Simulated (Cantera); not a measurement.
Input: 1 mol BaF2, 0.44 mol O2, 0.49 mol H2, at 1.00 bar.

Cantera equilibrium calculation (NASA polynomials, part measured and part estimated; ideal gas, pure solids and liquids). Candidate condensed phases: Ba, BaF2, BaO, Ba(OH)2, H2O; 27 gas species. The numbers say what is thermodynamically allowed, not how fast it happens.

x: gas mole fraction; n: condensed amount in mol.

```tsv
T (K)	x H2O	x O2	x HF	x BaF2	x Ba(OH)2	x OH	n BaF2(s)	n BaF2(l)
1223	0.715	0.285	6.53e-5	4.09e-8	2.75e-5	1.17e-5	1.000	0
1323	0.715	0.285	?	?	?	?	1.000	0
1423	0.714	0.285	0.000611	6.58e-6	0.000305	0.000111	1.000	0
1523	0.713	0.284	0.00150	4.76e-5	0.000752	0.000274	0.999	0
1623	0.710	0.284	0.00328	0.000261	0.00164	0.000605	0.999	0
1723	0.705	0.283	0.00631	0.00106	0.00315	0.00121	0	0.997
1823	0.696	0.281	?	?	?	?	0	0.994
1923	0.680	0.278	0.0183	0.0105	0.00915	0.00387	0	0.986
```

Question: What belongs in the gaps?

Answer: 
- 1323, x HF: 0.000213
- 1323, x BaF2: 6.45e-7
- 1323, x Ba(OH)2: 0.000107
- 1323, x OH: 3.93e-5
- 1823, x HF: 0.0111
- 1823, x BaF2: 0.00358
- 1823, x Ba(OH)2: 0.00557
- 1823, x OH: 0.00225
